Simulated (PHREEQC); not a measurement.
A solution holds 0.087 mol/kgw Na2S, 0.0027 mol/kgw NaHCO3 and 0.00059 mol/kgw ZnCl2, at 25 °C. Closed to the air; pH follows from the charge balance.

The numbers come from PHREEQC with the ion-association model, phreeqc.dat.

No solid was allowed to form.

Task: What pH, ionic strength, specific conductance does the model give?

Result: pH 12.48; ionic strength 0.217 mol/kgw; specific conductance 18900 µS/cm.

Task: In which forms is Zn present?

Result: Zn(HS)2 61 %, Zn(HS)3- 39 % of the Zn.

The solution is supersaturated, for example in Sphalerite (slow to form), so a real one may precipitate; this is no full list. Complexes and solids missing from the database can't appear. With this much S-2 the pH rests on the database's HS-/S-2 constant; if that pK is higher, the solution is more alkaline. The database's pK near 12.9 for HS-/S-2 is now thought far too low, so its S-2 is overstated.
